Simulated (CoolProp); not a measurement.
Vapour pressure (MPa) of R143a: the reference equation beside estimates from Tc = 72.7 °C, pc = 3.762 MPa, ω = 0.261. Clausius-Clapeyron is anchored at -28.35 °C with a constant enthalpy of vaporisation of 17.88 kJ/mol.

Model: reference Helmholtz-energy equation of state, Lemmon and Jacobsen 2000, in CoolProp.

```
T (°C)  reference  Clausius-Clapeyron  van der Waals  Redlich-Kwong  Peng-Robinson
------  ---------  ------------------  -------------  -------------  -------------
-44.45     0.1154              0.1237         0.5604         0.1996         0.1149
-36.45     0.1646              0.1699         0.6715         0.2711         0.1639
-28.35     0.2295              0.2295         0.7978         0.3610         0.2287
-20.25     0.3125              0.3040         0.9387         0.4704         0.3118
-12.15     0.4166              0.3958          1.095         0.6016         0.4162
-4.05      0.5452              0.5072            ___         0.7566         0.5454
4.05       0.7016              0.6405            ___         0.9375         0.7029
12.15      0.8894              0.7983          1.659          1.146            ___
20.15       1.110              0.9805          1.878          1.381          1.115
28.25       1.372               1.194          2.118          1.650          1.380
36.35       1.678               1.439          2.375          1.953          1.690
44.45       2.033               1.718          2.651          2.290          2.049
52.55       2.443               2.033          2.945          2.664          2.463
60.65       2.915               2.386            ___          3.075          2.936
```

**Question.** Complete the blanks.

**Answer.** 
- -4.05, van der Waals: 1.267
- 4.05, van der Waals: 1.455
- 12.15, Peng-Robinson: 0.8925
- 60.65, van der Waals: 3.259

Absolute difference from the reference over all 14 rows, mean and median: Clausius-Clapeyron 9.5 and 9.5 %, van der Waals 132.8 and 97.0 %, Redlich-Kwong 34.2 and 31.2 %, Peng-Robinson 0.4 and 0.4 %.
